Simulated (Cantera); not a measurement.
Input (Python, Cantera) and output of one run.

```python
import numpy as np
import cantera as ct

gas_names = """
    H HO2 H2 H2O H2O2 O OH O2 O3 V VO VO2
""".split()
cond_names = """
    H2O(s) H2O(L) V(cr) V(L) VO(s) VO(L) V2O3(s) V2O3(L) V2O4(I) V2O4(II) V2O4(L) V2O5(s) V2O5(L)
""".split()


def load(file, names, dense=False):
    # The tables refer to 1 bar. Condensed volumes are neglected.
    table = {s.name: s for s in ct.Species.list_from_file(file)}
    out = []
    for n in names:
        d = dict(table[n].input_data)
        d["thermo"] = dict(d["thermo"], **{"reference-pressure": 1e5})
        if dense:
            d["equation-of-state"] = {"model": "constant-volume", "density": "1e6 g/cm^3"}
        out.append(ct.Species.from_dict(d))
    return out


gas = ct.Solution(thermo="ideal-gas", species=load("nasa_gas.yaml", gas_names))
cond = {s.name: ct.Solution(thermo="fixed-stoichiometry", species=[s], name=s.name)
        for s in load("nasa_condensed.yaml", cond_names, dense=True)}
atoms = {
    'V': {'V': 1},
    'H2O': {'H': 2, 'O': 1},
}
top_T = {}  # K; cautious upper limits of use, not melting points


def equilibrate(T, P, feed):
    n = {}
    for name, mol in feed.items():
        for a, k in atoms[name].items():
            n[a] = n.get(a, 0.0) + k * mol
    gas.TPX = T, P, n
    mass = sum(n.values()) * gas.mean_molecular_weight
    gas.equilibrate("TP")
    valid = [c for c in cond.values() if c.min_temp <= T <= top_T.get(c.name, c.max_temp)]
    mix = ct.Mixture([(gas, mass / gas.mean_molecular_weight)] + [(c, 0.0) for c in valid])
    mix.T, mix.P = T, P
    mix.equilibrate("TP", solver="vcs", rtol=1e-11, max_steps=5000)
    return mix


results = []
feed = {'V': 1, 'H2O': 3.5}  # mol
P = 1333.22  # Pa
for T in [973, 1073, 1173, 1273, 1373, 1473, 1573, 1673, 1773, 1873, 1973, 2073]:
    mix = equilibrate(T, P, feed)
    results.append((T, P, feed, dict(zip(mix.species_names, mix.species_moles))))
    x = sorted(zip(gas.X, gas.species_names), reverse=True)
    print(f"T = {T:g} K  P = {P:g} Pa  gas = {mix.phase_moles(0):.4g} mol")
    print("   x: " + "  ".join(f"{s} {v:.3e}" for v, s in x if v > 1e-05))
    print("   condensed (mol): " + ("  ".join(f"{mix.phase(i).name} {mix.phase_moles(i):.4g}"
          for i in range(1, mix.n_phases) if mix.phase_moles(i) > 1e-12) or "none"))
```

Output:

```
T = 973 K  P = 1333.22 Pa  gas = 3.5 mol
   x: H2O 5.714e-01  H2 4.286e-01
   condensed (mol): V2O3(s) 0.5
T = 1073 K  P = 1333.22 Pa  gas = 3.5 mol
   x: H2O 5.714e-01  H2 4.286e-01
   condensed (mol): V2O3(s) 0.5
T = 1173 K  P = 1333.22 Pa  gas = 3.5 mol
   x: H2O 5.714e-01  H2 4.286e-01
   condensed (mol): V2O3(s) 0.5
T = 1273 K  P = 1333.22 Pa  gas = 3.5 mol
   x: H2O 5.714e-01  H2 4.286e-01
   condensed (mol): V2O3(s) 0.5
T = 1373 K  P = 1333.22 Pa  gas = 3.5 mol
   x: H2O 5.714e-01  H2 4.286e-01  H 1.888e-05
   condensed (mol): V2O3(s) 0.5
T = 1473 K  P = 1333.22 Pa  gas = 3.5 mol
   x: H2O 5.714e-01  H2 4.285e-01  H 7.172e-05
   condensed (mol): V2O3(s) 0.5
T = 1573 K  P = 1333.22 Pa  gas = 3.5 mol
   x: H2O 5.713e-01  H2 4.284e-01  H 2.305e-04  OH 1.110e-05
   condensed (mol): V2O3(s) 0.5
T = 1673 K  P = 1333.22 Pa  gas = 3.501 mol
   x: H2O 5.712e-01  H2 4.281e-01  H 6.453e-04  OH 4.142e-05  VO2 2.801e-05
   condensed (mol): V2O3(s) 0.5
T = 1773 K  P = 1333.22 Pa  gas = 3.504 mol
   x: H2O 5.706e-01  H2 4.275e-01  H 1.611e-03  VO2 1.877e-04  OH 1.333e-04
   condensed (mol): V2O3(s) 0.4997
T = 1873 K  P = 1333.22 Pa  gas = 3.511 mol
   x: H2O 5.688e-01  H2 4.261e-01  H 3.649e-03  VO2 1.014e-03  OH 3.781e-04
   condensed (mol): V2O3(s) 0.4982
T = 1973 K  P = 1333.22 Pa  gas = 3.531 mol
   x: H2O 5.631e-01  H2 4.237e-01  H 7.607e-03  VO2 4.560e-03  OH 9.596e-04  VO 1.356e-05  O 1.268e-05
   condensed (mol): V2O3(s) 0.4919
T = 2073 K  P = 1333.22 Pa  gas = 3.593 mol
   x: H2O 5.456e-01  H2 4.199e-01  VO2 1.739e-02  H 1.476e-02  OH 2.181e-03  VO 7.229e-05  O 5.502e-05  O2 3.057e-05
   condensed (mol): V2O3(s) 0.4686
```

Equilibrium computed with Cantera from the NASA thermochemical tables; the gas is ideal and each condensed phase is pure. Condensed phases not in the tables: the oxides between V2O3 and V2O5 other than VO2.
